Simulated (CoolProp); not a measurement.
A simple Rankine cycle with sulfur dioxide: condensing at 332.15 K, boiler at 5.23 MPa, turbine inlet 408.4 K, turbine efficiency 0.8, pump efficiency 0.6, no recuperator. Each further row changes one setting.

Values from CoolProp's reference Helmholtz-energy equation of state, Gao 2016.

```
case                             thermal efficiency (%)  net work (kJ/kg)  heat in (kJ/kg)  turbine exit temperature (K)  volume ratio over the turbine
-------------------------------  ----------------------  ----------------  ---------------  ----------------------------  -----------------------------
as stated                                          11.3               [?]              305                         332.2                           4.88
turbine inlet 428.4 K                              11.8              39.9              337                         332.2                            [?]
condensing temperature 324.15 K                     [?]              39.7              316                         324.2                           5.98
boiler pressure 3.66 MPa                            9.7              33.3              341                         332.2                           3.04
turbine efficiency 0.7                              9.7              29.6              305                         332.2                           4.96
```

**Question.** Some entries are withheld; supply them.

**Answer.** 
- as stated, net work (kJ/kg): 34.6
- turbine inlet 428.4 K, volume ratio over the turbine: 4.35
- condensing temperature 324.15 K, thermal efficiency (%): 12.5

The expansion ends wet for: as stated; turbine inlet 428.4 K; condensing temperature 324.15 K; boiler pressure 3.66 MPa; turbine efficiency 0.7.
